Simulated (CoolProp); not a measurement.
Vapour-liquid equilibrium of propylene (1) + dimethyl ether (2) at 0.655 MPa; x and y are mole fractions of (1).

Model: multi-fluid Helmholtz-energy mixture model, Lemmon 2013 and Wu 2011; pair parameters Bell 2016, in CoolProp.

```tsv
x	bubble temperature (K)	y at the bubble point	dew temperature at overall composition x (K)	liquid density (mol/L)
0.05	299.7	0.097	300.7	14.17
0.15	295.9	0.263	298.5	14.06
0.25	292.6	0.400	296.2	13.93
0.35	289.6	0.514	293.8	13.79
0.45	287.1	0.610	291.3	13.65
0.55	284.8	0.694	288.7	13.50
0.65	282.8	0.769	286.0	13.35
0.75	280.9	0.838	283.3	13.20
0.85	279.3	0.903	280.6	13.05
0.95	277.8	0.967	278.2	12.91
```

No azeotrope shows between x = 0.05 and 0.95.

Pair parameters are fitted to limited data, so mixtures are less certain than the pure fluids.
